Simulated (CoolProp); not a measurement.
Model: reference Helmholtz-energy equation of state, Lemmon 2006, in CoolProp. It is a short technical equation, of lower accuracy than the large ones.

Problem. For C3F8 (R218), give the phase and the cv (kJ/(kg K)), viscosity (µPa s), conductivity (mW/(m K)) at 440 K and 165 kPa; 440 K and 1120 kPa.

Solution. 
- 440 K and 165 kPa: gas; cv 0.929, viscosity 18.1, conductivity 24.9
- 440 K and 1120 kPa: gas; cv 0.934, viscosity 18.7, conductivity 25.6

Viscosity comes from a separate model (Huber 2003), an estimate that may be off by 10 % or more. Thermal conductivity comes from a separate model (Huber 2003), an estimate that may be off by 10 % or more.
